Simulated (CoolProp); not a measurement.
Vapour-liquid equilibrium of propane (1) + isopentane (2) at 414 kPa; x and y are mole fractions of (1).

Computed with CoolProp (multi-fluid Helmholtz-energy mixture model, Lemmon 2009 and Lemmon 2006; pair parameters Kunz 2012).

Question: Give the bubble temperature and the first vapour's composition at x = 0.125, 0.2, 0.575. Is there an azeotrope?

Answer: x = 0.125: 51.6 °C, y = 0.510; x = 0.2: 41.1 °C, y = 0.663; x = 0.575: 12.0 °C, y = 0.925. No azeotrope shows between x = 0.05 and 0.95.

The pair parameters rest on a limited set of measurements; away from them the model extrapolates. The gap from Raoult's law changes sign with composition, which may be real or a fault of the pair parameters; it wasn't checked against measurements.
